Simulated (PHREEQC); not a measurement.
A solution holds 0.2 mol/kgw CuSO4, 1.8 mol/kgw HCl and 0.0059 mol/kgw KCl, at 25 °C. Closed to the air; pH follows from the charge balance.

Model: ion-association model, wateq4f.dat, run in PHREEQC.

```tsv
quantity	before	after
pH	-0.07	0.22
SO4-2 (mol/kgw)	0.00865	0.00642
```

Problem. Which change was made?
A. KCl replaced by KHF2 at the same molality
B. HCl from 1.8 to 1.98 mol/kgw
C. diluted 10-fold with water
D. KCl left out
E. diluted 2-fold with water

Solution. E, diluted 2-fold with water

No solid was allowed to form. The ionic strength passes 0.7 mol/kgw, the rough limit of the ion-association models, in every such run.
